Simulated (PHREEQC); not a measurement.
HF is added in steps, without added water, to 1 kg of water holding 8.4 mmol/kgw CdCl2, 32 mmol/kgw CuCl2, 3 mmol/kgw H2SO4 and 56 mmol/kgw NaCl, at 26 °C. Oxygen is held at 0.21 atm. CO2 from the air is kept out. The run lets Halite, Cd(OH)2 precipitate or redissolve, and no other solid.

Base run: PHREEQC, ion-association model, phreeqc.dat. Each further column changes one thing. The table gives F- (mol/kgw).

```csv
HF added (mol),base,temperature from 26 to 25 °C,temperature from 26 to 5 °C,no solid may form
0,0,0,0,0
0.006375,0.000906,0.000917,0.00116,0.000906
0.01275,0.00163,0.00165,0.00206,0.00163
0.01912,0.00224,0.00227,0.00282,0.00224
0.0255,0.00278,0.00282,0.00349,0.00278
0.03188,0.00327,0.00330,0.00408,0.00327
0.03612,0.00356,0.00360,0.00445,0.00356
0.0425,0.00398,0.00402,0.00496,0.00398
0.04888,0.00436,0.00440,0.00543,0.00436
0.05525,0.00471,0.00476,0.00586,0.00471
0.06162,0.00504,0.00509,0.00627,0.00504
0.068,0.00535,0.00541,0.00665,0.00535
```

 At this temperature some constants are extrapolated from 25 °C, and those without enthalpy data are left unchanged.
